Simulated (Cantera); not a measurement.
Charge: 1 mol Fe(CO)₅, 0.026 mol O₂, 17 mol N₂, at 1423.15 K and 32.0 mbar.

These are equilibrium values from Cantera (NASA tables, ideal gas, pure condensed phases), not measurements of a reactor. Candidate condensed phases: C, Fe, Fe(CO)₅, FeO, Fe₂O₃, Fe₃O₄; 27 gas species. Rates play no part.

Base state: N₂ 0.773, CO 0.225, CO₂ 0.00236 (mole fractions); condensed: Fe(γ).

Q: What changes in the equilibrium state with this change: Fe(CO)₅ replaced by PbO?

A: 
| species | before | after |
|---|---|---|
| N₂ | 0.773 | 0.939 |
| PbO | 0 | 0.0458 |
| Pb | 0 | 0.00941 |
| CO | 0.225 | 0 |
| O₂ | <1e-9 | 0.00606 |
| CO₂ | 0.00236 | 0 |
| NO | <1e-9 | 0.000153 |
| Fe(γ), mol | 1.000 | 0 |
Gases not in the tables: (PbO)n polymers. Further candidate phases: Pb, PbO, PbO₂, Pb₃O₄.
